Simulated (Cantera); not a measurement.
## NaCl + N2 (halide evaporation, hydrolysis and transport)

A closed system holds: 1 mol NaCl, 67 mol N2, at 5700 Pa.

These are equilibrium values from Cantera (NASA tables, ideal gas, pure condensed phases), not measurements of a reactor. Candidate condensed phases: Na, NaCl; 8 gas species. Kinetics and transport are ignored.

From 650 K to 1050 K the condensed part is NaCl(s). From 1100 K to 1300 K nothing is condensed.

```json
[
 {"T (K)": "650", "x N2": "1.00", "x NaCl": "6.66e-10", "x Na2Cl2": "6.63e-11", "x Na": "<1e-12", "x Cl": "<1e-12", "n NaCl(s)": "1.00"},
 {"T (K)": "700", "x N2": "1.00", "x NaCl": "1.28e-8", "x Na2Cl2": "1.72e-9", "x Na": "<1e-12", "x Cl": "<1e-12", "n NaCl(s)": "1.000"},
 {"T (K)": "750", "x N2": "1.00", "x NaCl": "1.63e-7", "x Na2Cl2": "2.84e-8", "x Na": "<1e-12", "x Cl": "<1e-12", "n NaCl(s)": "1.000"},
 {"T (K)": "800", "x N2": "1.000", "x NaCl": "1.50e-6", "x Na2Cl2": "3.24e-7", "x Na": "<1e-12", "x Cl": "<1e-12", "n NaCl(s)": "1.000"},
 {"T (K)": "850", "x N2": "1.000", "x NaCl": "1.05e-5", "x Na2Cl2": "2.73e-6", "x Na": "<1e-12", "x Cl": "<1e-12", "n NaCl(s)": "0.999"},
 {"T (K)": "900", "x N2": "1.000", "x NaCl": "5.89e-5", "x Na2Cl2": "1.79e-5", "x Na": "1.04e-11", "x Cl": "1.01e-11", "n NaCl(s)": "0.994"},
 {"T (K)": "950", "x N2": "1.000", "x NaCl": "0.000273", "x Na2Cl2": "9.51e-5", "x Na": "9.47e-11", "x Cl": "9.44e-11", "n NaCl(s)": "0.969"},
 {"T (K)": "1000", "x N2": "0.999", "x NaCl": "0.00108", "x Na2Cl2": "0.000421", "x Na": "6.99e-10", "x Cl": "6.93e-10", "n NaCl(s)": "0.871"},
 {"T (K)": "1050", "x N2": "0.995", "x NaCl": "0.00369", "x Na2Cl2": "0.00160", "x Na": "4.23e-9", "x Cl": "4.22e-9", "n NaCl(s)": "0.536"},
 {"T (K)": "1100", "x N2": "0.988", "x NaCl": "0.00858", "x Na2Cl2": "0.00308", "x Na": "1.90e-8", "x Cl": "1.89e-8", "n NaCl(s)": "0"},
 {"T (K)": "1150", "x N2": "0.987", "x NaCl": "0.0109", "x Na2Cl2": "0.00193", "x Na": "5.72e-8", "x Cl": "5.71e-8", "n NaCl(s)": "0"},
 {"T (K)": "1200", "x N2": "0.986", "x NaCl": "0.0125", "x Na2Cl2": "0.00109", "x Na": "1.52e-7", "x Cl": "1.52e-7", "n NaCl(s)": "0"},
 {"T (K)": "1250", "x N2": "0.986", "x NaCl": "0.0136", "x Na2Cl2": "0.000580", "x Na": "3.63e-7", "x Cl": "3.63e-7", "n NaCl(s)": "0"},
 {"T (K)": "1300", "x N2": "0.986", "x NaCl": "0.0141", "x Na2Cl2": "0.000303", "x Na": "7.98e-7", "x Cl": "7.98e-7", "n NaCl(s)": "0"}
]
```
x: gas mole fraction; n: condensed amount in mol.
